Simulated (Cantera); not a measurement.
Charge: 1 mol NaOH, 0.1 mol CO2, 2 mol H2O, at 1800 K and 39.0 Pa.

These are equilibrium values from Cantera (NASA tables, ideal gas, pure condensed phases), not measurements of a reactor. Candidate condensed phases: C, C6H6, C7H8, C8H18, H2O, Na, NaOH, NaO2, Na2CO3, Na2O, Na2O2; 117 gas species. Kinetics and transport are ignored.

Base state: H2O 0.632, Na 0.241, O2 0.0616, CO2 0.0251, NaOH 0.0203, OH 0.00908, H2 0.00694, O 0.00153 (mole fractions); condensed: gas only.

Problem. What changes in the equilibrium state with this change: temperature from 1800 K to 823 K?

Solution. 
```json
[
 {"species": "H2O", "before": "0.632", "after": "0.999"},
 {"species": "NaOH", "before": "0.0203", "after": "0.000607"},
 {"species": "Na2(OH)2", "before": "1.43e-9", "after": "3.57e-5"},
 {"species": "Na", "before": "0.241", "after": "1.23e-7"},
 {"species": "O2", "before": "0.0616", "after": "4.76e-8"},
 {"species": "CO2", "before": "0.0251", "after": "4.49e-7"},
 {"species": "OH", "before": "0.00908", "after": "<1e-9"},
 {"species": "O", "before": "0.00153", "after": "<1e-9"},
 {"species": "H", "before": "0.00151", "after": "<1e-9"},
 {"species": "NaOH(l), mol", "before": "0", "after": "0.799"},
 {"species": "Na2CO3(s), mol", "before": "0", "after": "0.1000"}
]
```
